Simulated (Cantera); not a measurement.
A closed system holds: 1 mol CuO, a varied amount of C, 0.19 mol H2, at 2323.15 K and 10.0 mbar.

Cantera equilibrium calculation (NASA polynomials, part measured and part estimated; ideal gas, pure solids and liquids). Candidate condensed phases: C, C6H6, C7H8, C8H18, Cu, CuO, Cu(OH)2, Cu2O, H2O; 113 gas species. The numbers say what is thermodynamically allowed, not how fast it happens.

Problem. Which condensed phases are stable at each of these points (n(C) (mol)): 0.86, 1, 1.2, 1.5, 1.8, 2.1, 2.5, 3, 3.6?

Solution. 
```
n(C) (mol)  condensed phases  Cu condensed (%)
----------  ----------------  ----------------
0.86                gas only               0.0
1                   gas only               0.0
1.2              C(graphite)               0.0
1.5              C(graphite)               0.0
1.8              C(graphite)               0.0
2.1              C(graphite)               0.0
2.5              C(graphite)               0.0
3                C(graphite)               0.0
3.6              C(graphite)               0.0
```

From 0.86 mol C to 1 mol C nothing is condensed. From 1.2 mol C to 3.6 mol C the condensed part is C(graphite).
